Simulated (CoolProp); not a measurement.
Ethanol along the isotherm 620 K: fugacity coefficient from the reference equation and from simpler models built on Tc = 514.7 K, pc = 62.68 bar, ω = 0.644; each cubic takes its own stable root.

Model: reference Helmholtz-energy equation of state, Schroeder 2014, in CoolProp.

| p (bar) | phase | reference |
|---|---|---|
| 0.496 | gas | 0.9990 |
| 0.881 | gas | 0.9983 |
| 1.57 | gas | 0.9970 |
| 2.79 | gas | 0.9946 |
| 4.96 | gas | 0.9904 |
| 8.81 | gas | 0.9830 |
| 15.7 | gas | 0.9698 |
| 27.9 | gas | 0.9466 |
| 49.6 | gas | 0.9057 |
| 88.1 | supercritical | 0.8336 |
| 157 | supercritical | 0.7065 |

### Question
How far does each simpler model (Redlich-Kwong, Peng-Robinson) lie from the reference over these 11 states: mean and median of the absolute difference, and the worst?

### Answer
- Redlich-Kwong: mean 3.6 %, median 1.1 %, worst -15.3 % at 620 K and 157 bar
- Peng-Robinson: mean 1.9 %, median 0.8 %, worst -5.9 % at 620 K and 88.1 bar
